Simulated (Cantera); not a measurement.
Charge: 1 mol SiCl4, 0.1 mol H2O, 1.2 mol N2, held at 752 °C and 0.000700 bar.

Cantera equilibrium calculation (NASA polynomials, part measured and part estimated; ideal gas, pure solids and liquids). Candidate condensed phases: H2O, NH4Cl, Si, SiO2, Si2N2O, Si3N4; 47 gas species. The tables' values for SiCl3 are old estimates; treat these amounts as uncertain. The numbers say what is thermodynamically allowed, not how fast it happens.

Base state: N2 0.511, SiCl4 0.404, HCl 0.0851, SiCl3 2.24e-5, Cl 2.12e-5 (mole fractions); condensed: SiO2(β-quartz).

Q: What changes in the equilibrium state with this change: H2O from 0.1 to 0.25 mol?

A: 
```json
[
 {"species": "N2", "before": "0.511", "after": "0.466"},
 {"species": "SiCl4", "before": "0.404", "after": "0.340"},
 {"species": "HCl", "before": "0.0851", "after": "0.194"},
 {"species": "SiCl3", "before": "2.24e-5", "after": "1.90e-5"},
 {"species": "Cl", "before": "2.12e-5", "after": "2.10e-5"},
 {"species": "SiO2(β-quartz), mol", "before": "0.0500", "after": "0.125"}
]
```

Q: What changes in the equilibrium state with this change: SiCl4 replaced by SiF4?

A: 
| species | before | after |
|---|---|---|
| N2 | 0.511 | 0.511 |
| SiF4 | 0 | 0.405 |
| HF | 0 | 0.0841 |
| SiCl4 | 0.404 | 0 |
| HCl | 0.0851 | 0 |
| H2O | <1e-9 | 0.000536 |
| SiCl3 | 2.24e-5 | 0 |
| Cl | 2.12e-5 | 0 |
| SiO2(β-quartz), mol | 0.0500 | 0.0494 |
